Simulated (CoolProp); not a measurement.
A simple Rankine cycle with R114: condensing at 288.15 K, boiler at 1.12 MPa, turbine inlet 366.6 K, turbine efficiency 0.75, pump efficiency 0.7, no recuperator. Each further row changes one setting.

Model: reference Helmholtz-energy equation of state, Platzer 1990, in CoolProp. This equation is an older, rougher fit; its heat capacities, sound speeds and derivatives of the liquid may be far off and weren't checked against measurements.

```tsv
case	thermal efficiency (%)	net work (kJ/kg)	heat in (kJ/kg)	turbine exit temperature (K)	volume ratio over the turbine
as stated	11.8	20.9	177	322.0	7.92
turbine inlet 386.6 K	(withheld)	(withheld)	194	343.2	7.61
condensing temperature 280.15 K	13.0	24.0	185	(withheld)	(withheld)
boiler pressure 0.784 MPa	10.0	18.3	182	(withheld)	5.21
turbine efficiency 0.65	(withheld)	(withheld)	177	326.0	8.03
```

Problem. Some entries are withheld; supply them.

Solution. 
- turbine inlet 386.6 K, thermal efficiency (%): 11.7
- turbine inlet 386.6 K, net work (kJ/kg): 22.8
- condensing temperature 280.15 K, turbine exit temperature (K): 317.0
- condensing temperature 280.15 K, volume ratio over the turbine: 10.5
- boiler pressure 0.784 MPa, turbine exit temperature (K): 332.6
- turbine efficiency 0.65, thermal efficiency (%): 10.2
- turbine efficiency 0.65, net work (kJ/kg): 18.0
